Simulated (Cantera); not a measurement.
A jet of CH4 : O2 : N2 = 0.027 : 0.08 : 0.79 (molar parts), equivalence ratio 0.67 at 300 K and 2200 Pa hits a platinum plate 7.5 cm away at a mass flux of 0.044 kg/m²/s; the plate temperature is set and raised in steps from an oxygen-covered start.

Detailed kinetics in Cantera: Deutschmann's 1995 Pt surface mechanism with GRI-Mech 3.0 gas chemistry. Catalytic surfaces can have several steady states; this one follows from the mechanism file's or the stated starting coverage.

x: mole fraction at the wall; θ: surface coverage.

| plate T (K) | wall x CH4 | wall x O2 | wall x H2O | wall x OH | wall x CO | wall x CO2 | θ free Pt | θ O* |
|---|---|---|---|---|---|---|---|---|
| 950 | 0.0168 | 0.0609 | 0.0247 | 1.35e-7 | 1.18e-5 | 0.0163 | 0.389 | 0.610 |
| 1000 | ? | ? | ? | ? | ? | ? | ? | ? |
| 1050 | ? | ? | ? | ? | ? | ? | ? | ? |
| 1100 | 0.00957 | 0.0456 | 0.0379 | 1.91e-6 | 1.81e-5 | 0.0251 | 0.625 | 0.375 |
| 1150 | 0.00828 | 0.0429 | 0.0402 | 3.79e-6 | 2.16e-5 | 0.0266 | 0.691 | 0.309 |
| 1200 | 0.00734 | 0.0410 | 0.0418 | 6.98e-6 | 2.64e-5 | 0.0277 | 0.749 | 0.250 |
| 1250 | 0.00666 | 0.0397 | 0.0429 | 1.20e-5 | 3.32e-5 | 0.0284 | 0.799 | 0.200 |

Question: Complete the blanks.

Answer: 
- 1000, wall x CH4: 0.0137
- 1000, wall x O2: 0.0544
- 1000, wall x H2O: 0.0304
- 1000, wall x OH: 3.69e-7
- 1000, wall x CO: 1.35e-5
- 1000, wall x CO2: 0.0201
- 1000, θ free Pt: 0.472
- 1000, θ O*: 0.527
- 1050, wall x CH4: 0.0113
- 1050, wall x O2: 0.0493
- 1050, wall x H2O: 0.0348
- 1050, wall x OH: 8.84e-7
- 1050, wall x CO: 1.55e-5
- 1050, wall x CO2: 0.0230
- 1050, θ free Pt: 0.552
- 1050, θ O*: 0.448
